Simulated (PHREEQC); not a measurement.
A column of 0.5 m (40 cells, dispersivity 0.018 m, 60 s a shift, diffusion coefficient 3e-10 m²/s) holds 0.016 eq of the database's cation exchanger X per kg of pore water, first in equilibrium with 0.0072 mol BaCl2 and 1e-05 mol HCl per kg of water. It is flushed with 0.012 mol MgCl2, 0.0022 mol BaCl2 and 1e-05 mol HCl per kg of water, at 15 °C. Values are for the last cell. CO2 from the air is kept out. Precipitation was switched off in this run.

The series has 33 steps of pore volumes, from 0 to 4.013.

All values are PHREEQC results (ion-association model, phreeqc.dat), not measurements.

Problem. After how many pore volumes does Mg at the outlet first reach half of its feed value?

Solution. By 1.4 pore volumes.
